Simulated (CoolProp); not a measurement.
Saturation properties of carbonyl sulfide (Tc = 105.6 °C, pc = 6.369 MPa, ω = 0.098).

Model: reference Helmholtz-energy equation of state, Lemmon 2006, in CoolProp. It is a short technical equation, of lower accuracy than the large ones.

```csv
T (°C),p (MPa),liquid density (kg/m³),vapour density (kg/m³),enthalpy of vaporisation (kJ/kg),liquid cp (kJ/(kg K))
-15.35,0.4002,1096,12.11,283.4,1.238
-8.75,0.4968,1080,14.85,277.9,1.253
-2.15,0.6097,1064,18.04,272.2,1.270
4.35,0.7385,1047,21.67,266.2,1.289
10.95,0.8887,1030,25.93,259.9,1.312
17.45,1.057,1012,30.73,253.3,1.336
24.05,1.252,993.1,36.33,246.2,1.365
30.65,1.470,973.5,42.74,238.6,1.398
37.15,1.712,953.3,49.97,230.6,1.436
```

It boils at -50.2 °C under 1 atm.
